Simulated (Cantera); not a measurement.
A Cantera script and its output.

```python
import numpy as np
import cantera as ct

gas = ct.Solution("gri30.yaml")


def delay(T, t_max=10):
    gas.TPX = T, 470000, {'CH3OH': 1, 'O2': 1.88, 'N2': 10.5, 'CO2': 0.47}
    reactor = ct.IdealGasConstPressureReactor(gas, clone=False)
    net = ct.ReactorNet([reactor])
    net.rtol, net.atol = 1e-8, 1e-16
    while net.time < t_max:
        t_old, T_old = net.time, reactor.T
        net.step()
        if reactor.T > T + 400:  # ignition: a rise of 400 K
            return t_old + (T + 400 - T_old) / (reactor.T - T_old) * (net.time - t_old)
    return np.nan


taus = []
for T in [1275, 1325, 1375, 1425, 1475, 1525, 1575, 1625, 1675, 1725]:
    taus.append(delay(T))
    print(f"T0 = {T:6g} K   tau = {taus[-1]:.4e} s")
```

Output:

```
T0 =   1275 K   tau = 9.6507e-04 s
T0 =   1325 K   tau = 4.8910e-04 s
T0 =   1375 K   tau = 2.6487e-04 s
T0 =   1425 K   tau = 1.5245e-04 s
T0 =   1475 K   tau = 9.2685e-05 s
T0 =   1525 K   tau = 5.9146e-05 s
T0 =   1575 K   tau = 3.9384e-05 s
T0 =   1625 K   tau = 2.7292e-05 s
T0 =   1675 K   tau = 1.9603e-05 s
T0 =   1725 K   tau = 1.4530e-05 s
```

Detailed kinetics in Cantera: GRI-Mech 3.0 (53 species, 325 reactions). GRI-Mech 3.0 was tuned for natural gas; its chemistry of methanol as a main component is partial and can be far from experiment.
